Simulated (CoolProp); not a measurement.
Vapour-liquid equilibrium of R22 (1) + acetone (2) at -41.45 °C; x and y are mole fractions of (1).

Computed with CoolProp (multi-fluid Helmholtz-energy mixture model, Kamei 1995 and Lemmon 2006; pair parameters Bell 2016).

| x | bubble pressure (MPa) | y at the bubble point | dew pressure at overall composition x (MPa) | liquid density (mol/L) |
|---|---|---|---|---|
| 0.05 | 0.004883 | ___ | 0.0006789 | 14.83 |
| 0.2 | 0.01167 | 0.952 | 0.0008054 | ___ |
| 0.35 | ___ | ___ | 0.0009898 | 15.43 |
| 0.5 | 0.02840 | 0.988 | ___ | 15.75 |
| 0.65 | 0.04532 | 0.996 | 0.001825 | 16.04 |
| 0.8 | 0.06882 | 0.999 | ___ | 16.27 |
| 0.95 | 0.09244 | 1.000 | 0.01124 | 16.35 |

### Question
Some entries are withheld; supply them.

### Answer

- 0.05, y at the bubble point: 0.873
- 0.2, liquid density (mol/L): 15.12
- 0.35, bubble pressure (MPa): 0.01806
- 0.35, y at the bubble point: 0.974
- 0.5, dew pressure at overall composition x (MPa): 0.001284
- 0.8, dew pressure at overall composition x (MPa): 0.003155

No azeotrope shows between x = 0.05 and 0.95.

The pair parameters rest on a limited set of measurements; away from them the model extrapolates.
